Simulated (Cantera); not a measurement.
## Adiabatic ignition

An adiabatic, constant-pressure homogeneous reactor starts with CH₄ : O₂ : N₂ = 1 : 1.18 : 4.42 (molar parts), equivalence ratio 1.7, at 1125 K and 10.0 bar.

Cantera simulation using GRI-Mech 3.0 (53 species, 325 reactions); the numbers are that mechanism's predictions, not measurements.

```json
[
 {"t (s)": "9.00e-6", "T (K)": "1125", "x CH₄": "0.152", "x O₂": "0.179", "x O": "1.76e-12", "x NO₂": "<1e-12", "x C₂H₄": "<1e-12", "x C₂H₂": "<1e-12", "x C₂H₆": "2.02e-12"},
 {"t (s)": "1.89e-5", "T (K)": "1125", "x CH₄": "0.152", "x O₂": "0.179", "x O": "3.82e-12", "x NO₂": "<1e-12", "x C₂H₄": "<1e-12", "x C₂H₂": "<1e-12", "x C₂H₆": "1.93e-11"},
 {"t (s)": "3.96e-5", "T (K)": "1125", "x CH₄": "0.152", "x O₂": "0.179", "x O": "8.67e-12", "x NO₂": "<1e-12", "x C₂H₄": "2.36e-12", "x C₂H₂": "<1e-12", "x C₂H₆": "1.98e-10"},
 {"t (s)": "8.30e-5", "T (K)": "1125", "x CH₄": "0.152", "x O₂": "0.179", "x O": "2.15e-11", "x NO₂": "<1e-12", "x C₂H₄": "2.74e-11", "x C₂H₂": "<1e-12", "x C₂H₆": "2.27e-9"},
 {"t (s)": "0.000174", "T (K)": "1125", "x CH₄": "0.152", "x O₂": "0.179", "x O": "5.98e-11", "x NO₂": "<1e-12", "x C₂H₄": "3.86e-10", "x C₂H₂": "<1e-12", "x C₂H₆": "3.17e-8"},
 {"t (s)": "0.000365", "T (K)": "1125", "x CH₄": "0.152", "x O₂": "0.179", "x O": "1.51e-10", "x NO₂": "<1e-12", "x C₂H₄": "5.53e-9", "x C₂H₂": "<1e-12", "x C₂H₆": "4.46e-7"},
 {"t (s)": "0.000765", "T (K)": "1125", "x CH₄": "0.151", "x O₂": "0.179", "x O": "2.18e-10", "x NO₂": "<1e-12", "x C₂H₄": "3.98e-8", "x C₂H₂": "<1e-12", "x C₂H₆": "3.03e-6"},
 {"t (s)": "0.00160", "T (K)": "1125", "x CH₄": "0.151", "x O₂": "0.179", "x O": "2.58e-10", "x NO₂": "<1e-12", "x C₂H₄": "1.56e-7", "x C₂H₂": "4.78e-12", "x C₂H₆": "1.04e-5"},
 {"t (s)": "0.00337", "T (K)": "1126", "x CH₄": "0.151", "x O₂": "0.179", "x O": "3.59e-10", "x NO₂": "<1e-12", "x C₂H₄": "6.25e-7", "x C₂H₂": "4.72e-11", "x C₂H₆": "3.17e-5"},
 {"t (s)": "0.00706", "T (K)": "1128", "x CH₄": "0.151", "x O₂": "0.178", "x O": "7.40e-10", "x NO₂": "<1e-12", "x C₂H₄": "3.91e-6", "x C₂H₂": "7.48e-10", "x C₂H₆": "0.000114"},
 {"t (s)": "0.0148", "T (K)": "1162", "x CH₄": "0.145", "x O₂": "0.174", "x O": "1.28e-8", "x NO₂": "<1e-12", "x C₂H₄": "0.000170", "x C₂H₂": "1.61e-7", "x C₂H₆": "0.000989"},
 {"t (s)": "0.0310", "T (K)": "2413", "x CH₄": "4.44e-10", "x O₂": "2.97e-6", "x O": "5.09e-6", "x NO₂": "7.52e-10", "x C₂H₄": "<1e-12", "x C₂H₂": "<1e-12", "x C₂H₆": "<1e-12"},
 {"t (s)": "0.0651", "T (K)": "2413", "x CH₄": "4.44e-10", "x O₂": "2.97e-6", "x O": "5.09e-6", "x NO₂": "7.45e-10", "x C₂H₄": "<1e-12", "x C₂H₂": "<1e-12", "x C₂H₆": "<1e-12"},
 {"t (s)": "0.136", "T (K)": "2413", "x CH₄": "4.44e-10", "x O₂": "2.97e-6", "x O": "5.09e-6", "x NO₂": "7.45e-10", "x C₂H₄": "<1e-12", "x C₂H₂": "<1e-12", "x C₂H₆": "<1e-12"},
 {"t (s)": "0.286", "T (K)": "2413", "x CH₄": "4.44e-10", "x O₂": "2.97e-6", "x O": "5.09e-6", "x NO₂": "7.45e-10", "x C₂H₄": "<1e-12", "x C₂H₂": "<1e-12", "x C₂H₆": "<1e-12"},
 {"t (s)": "0.600", "T (K)": "2413", "x CH₄": "4.44e-10", "x O₂": "2.97e-6", "x O": "5.09e-6", "x NO₂": "7.45e-10", "x C₂H₄": "<1e-12", "x C₂H₂": "<1e-12", "x C₂H₆": "<1e-12"}
]
```
x: mole fraction; the columns are a selection and need not sum to one.

```json
{
 "time_of_steepest_temperature_rise": "16.4 ms",
 "temperature at 0.600 s": "2413 K",
 "equilibrium_temperature": "2413 K",
 "x(CH₄) at 0.600 s": "4.44e-10 (gas-phase equilibrium 4.99e-10)",
 "x(O₂) at 0.600 s": "2.97e-6 (gas-phase equilibrium 2.97e-6)",
 "x(O) at 0.600 s": "5.09e-6 (gas-phase equilibrium 5.09e-6)"
}
```
